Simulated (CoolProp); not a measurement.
Saturation properties of hydrogen chloride.

Values from CoolProp's reference Helmholtz-energy equation of state, Thol 2018.

| T (K) | p (kPa) | liquid density (kg/m³) | enthalpy of vaporisation (kJ/kg) | vapour Z |
|---|---|---|---|---|
| 198.9 | 179.7 | 1158 | 431.9 | 0.9564 |
| 203.7 | 227.2 | 1146 | 426.3 | 0.9490 |
| 208.4 | 282.8 | 1133 | 420.6 | 0.9410 |
| 213.1 | 348.2 | 1121 | 414.7 | 0.9323 |
| 217.8 | 424.7 | ? | 408.6 | 0.9229 |
| 222.5 | 513.4 | 1095 | 402.3 | 0.9127 |
| 227.2 | 615.5 | 1081 | 395.6 | 0.9017 |
| 231.9 | 732.2 | 1068 | 388.7 | 0.8899 |
| 236.6 | 864.7 | 1054 | 381.5 | 0.8773 |
| 241.4 | 1018 | 1039 | ? | 0.8635 |
| 246.1 | ? | 1024 | 366.0 | 0.8491 |
| 250.8 | 1375 | 1009 | 357.7 | 0.8337 |
| 255.5 | 1585 | 992.9 | 349.0 | 0.8174 |

Problem. Some entries are withheld; supply them.

Solution. 
- 217.8, liquid density (kg/m³): 1108
- 241.4, enthalpy of vaporisation (kJ/kg): 373.8
- 246.1, p (kPa): 1186

It boils at 188.2 K under 1 atm.
